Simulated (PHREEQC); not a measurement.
A solution holds 67 mmol/kgw HF, 0.18 mmol/kgw (CH3)4NF and 0.0065 mmol/kgw H4SiO4, at 20 °C. Closed to the air; pH follows from the charge balance.

Model: ion-association model, wateq4f.dat, run in PHREEQC.

Precipitation was switched off in this run.

### Question
Order these F species by the share of F that they hold, largest first: F-, HF, HF2-, H2F2.

### Answer
HF (69 %), H2F2 (20 %), F- (8.8 %), HF2- (3.0 %)

The pH is 2.21 and the ionic strength 0.00692 mol/kgw. (CH3)4N+ isn't in the database: it is added as a free cation with an ion size of 4 Å. wateq4f.dat counts part of the HF as a dimer, H2F2, which phreeqc.dat doesn't know; its constant is uncertain. SiF6-2 is the database's only silicon fluoride.
